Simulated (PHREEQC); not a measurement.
Solution (25 °C): 0.059 mol/kgw NaHF2. Closed to the air; pH follows from the charge balance.

Computed with PHREEQC (ion-association model, phreeqc.dat).

Precipitation was switched off in this run.

Question: Predict the pH.

Answer: pH 3.08.

Question: In which forms is F present?

Answer: F- 42 %, HF 41 %, HF2- 16 %, NaF 0.9 % of the F.

Complexes and solids missing from the database can't appear.
